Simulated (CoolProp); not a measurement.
Vapour-liquid equilibrium of hydrogen chloride (1) + propane (2) at 0.121 MPa; x and y are mole fractions of (1).

The numbers come from the multi-fluid Helmholtz-energy mixture model, Thol 2018 and Lemmon 2009; pair parameters Bell 2016 in CoolProp.

```
x      bubble temperature (°C)  y at the bubble point  dew temperature at overall composition x (°C)  liquid density (mol/L)
-----  -----------------------  ---------------------  ---------------------------------------------  ----------------------
0.05                     -52.6                  0.499                                          -39.2                   13.83
0.125                    -65.1                  0.755                                          -41.0                   14.82
0.2                      -71.7                  0.841                                          -43.0                   15.72
0.275                    -75.2                  0.879                                          -45.1                   16.62
0.35                     -77.2                  0.898                                          -47.4                   17.57
0.425                    -78.3                  0.908                                          -49.9                   18.59
0.5                      -78.9                  0.914                                          -52.6                   19.70
0.575                    -79.3                  0.918                                          -55.7                   20.95
0.65                     -79.7                  0.922                                          -59.2                   22.35
0.725                    -80.0                  0.927                                          -63.3                   23.95
0.8                      -80.4                  0.936                                          -68.3                   25.78
0.875                    -80.9                  0.949                                          -74.8                   27.91
0.95                     -81.4                  0.974                                          -80.9                   30.39
```

No azeotrope shows between x = 0.05 and 0.95.

Pair parameters are fitted to limited data, so mixtures are less certain than the pure fluids. With so large a gap from Raoult's law the liquid may split in two, which this calculation doesn't test in full.
